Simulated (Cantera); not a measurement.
A freely propagating, adiabatic, planar premixed flame of 29.4 % CO, 7.65 % H₂, 13.2 % O₂, 49.7 % N₂, unburnt at 375 K and 3450 Torr; mixture-averaged transport, grid criteria slope 0.08 and curve 0.16, no radiation.

Model: GRI-Mech 3.0 (53 species, 325 reactions), integrated in Cantera. The hydrogen kinetics of GRI-Mech 3.0 are dated; newer H2 mechanisms differ, most at raised pressure. Burning velocities carry a grid error of a few per cent, more on coarse grids.

x: mole fraction of selected species; z is measured from the peak of heat release.

```
z (mm)   T (K)  u (m/s)   x CO     x H₂     x O₂     x CO₂    x NO₂       x O
-------  -----  -------  -----  -------  -------  --------  -------  --------
-0.256     375     1.11  0.294   0.0764    0.132     <1e-8    <1e-8     <1e-8
-0.171     375     1.11  0.294   0.0760    0.132   2.17e-8    <1e-8     <1e-8
-0.128     375     1.11  0.295   0.0752    0.133   1.67e-7    <1e-8     <1e-8
-0.0855    377     1.11  0.295   0.0721    0.133   6.08e-6    <1e-8   1.01e-8
-0.0427    441     1.28  0.298   0.0582    0.133  0.000955  4.34e-8   1.24e-6
-0.0214    771     2.20  0.287   0.0418    0.121    0.0138  4.85e-8  0.000139
0         1259     3.53  0.254   0.0236   0.0899    0.0506    <1e-8   0.00249
0.0214       …     4.37      …        …        …         …        …         …
0.0427    1788     4.83  0.181  0.00885   0.0355     0.139  1.57e-8   0.00784
0.0855    1987     5.26  0.151  0.00909   0.0207     0.176  1.87e-8   0.00647
0.171     2149     5.62  0.137  0.00887   0.0133     0.194  2.28e-8   0.00403
0.342     2272     5.89  0.129  0.00797  0.00834     0.205  2.65e-8   0.00213
0.684     2358     6.08  0.122        …        …     0.214  2.78e-8         …
```

**Question.** Fill in the missing entries.

**Answer.** 
- 0.0214, T (K): 1593
- 0.0214, x CO: 0.213
- 0.0214, x H₂: 0.0119
- 0.0214, x O₂: 0.0557
- 0.0214, x CO₂: 0.0991
- 0.0214, x NO₂: 1.26e-8
- 0.0214, x O: 0.00658
- 0.684, x H₂: 0.00726
- 0.684, x O₂: 0.00451
- 0.684, x O: 0.00100
